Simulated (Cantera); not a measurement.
A closed system holds: 1 mol B2H6, 0.42 mol H2O, 4.4 mol N2, 0.22 mol NH3, equilibrated at 10.0 mbar.

These are equilibrium values from Cantera (NASA tables, ideal gas, pure condensed phases), not measurements of a reactor. Candidate condensed phases: B, BN, B2O3, B3O3H3, H2O; 39 gas species. The feed counts by its element totals alone. Mutual solubility and eutectic melting of coexisting phases are not modelled. The numbers say what is thermodynamically allowed, not how fast it happens.

### Question
Which condensed phases are stable at each of these points (T (°C)): 1202, 1252, 1302, 1352, 1402, 1452, 1502, 1552, 1602?

### Answer
```csv
T (°C),condensed phases,B condensed (%)
1202,BN(s) + B2O3(l),96.5
1252,BN(s) + B2O3(l),92.9
1302,BN(s),86.4
1352,BN(s),85.5
1402,BN(s),84.5
1452,BN(s),83.3
1502,BN(s),82.1
1552,BN(s),81.0
1602,BN(s),80.2
```

From 1202 °C to 1252 °C the condensed part is BN(s) + B2O3(l). From 1302 °C to 1602 °C the condensed part is BN(s).
